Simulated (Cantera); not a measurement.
**N2O furnace oxynitridation**

A perfectly stirred reactor is fed with N2O : H2 : N2 = 1 : 0.0046 : 0.51 (molar parts), at 0.0267 bar; it is held at 1348 K, and followed from long to short residence time.

Model: GRI-Mech 3.0 (53 species, 325 reactions), integrated in Cantera. GRI-Mech 3.0 was tuned for natural gas; its chemistry of N2O as a main component is partial and can be far from experiment. Radical loss at walls, strong at low pressure, is not modelled. The mechanism lacks the step 2 NO + O2 → 2 NO2, which can matter for NO2 below about 1400 K. The temperature is held fixed by assumption; the heat of reaction is taken as removed at once.

```json
[
 {"τ (s)": "0.49", "x N2O": "0.581", "x H2": "0.000186", "x NO": "0.00902", "x H": "1.27e-7", "x NO2": "0.000184"},
 {"τ (s)": "0.19", "x N2O": "0.626", "x H2": "0.000402", "x NO": "0.00370", "x H": "2.73e-7", "x NO2": "0.000146"},
 {"τ (s)": "0.074", "x N2O": "0.645", "x H2": "0.000803", "x NO": "0.00146", "x H": "5.78e-7", "x NO2": "8.03e-5"},
 {"τ (s)": "0.029", "x N2O": "0.654", "x H2": "0.00142", "x NO": "0.000578", "x H": "1.06e-6", "x NO2": "3.03e-5"},
 {"τ (s)": "0.011", "x N2O": "0.657", "x H2": "0.00216", "x NO": "0.000225", "x H": "1.51e-6", "x NO2": "7.62e-6"},
 {"τ (s)": "0.0043", "x N2O": "0.659", "x H2": "0.00270", "x NO": "8.91e-5", "x H": "1.46e-6", "x NO2": "1.23e-6"},
 {"τ (s)": "0.0017", "x N2O": "0.660", "x H2": "0.00295", "x NO": "3.28e-5", "x H": "9.34e-7", "x NO2": "8.78e-8"},
 {"τ (s)": "0.00066", "x N2O": "0.660", "x H2": "0.00302", "x NO": "1.06e-5", "x H": "4.46e-7", "x NO2": "2.38e-9"}
]
```
x: mole fraction; the columns are a selection and need not sum to one.
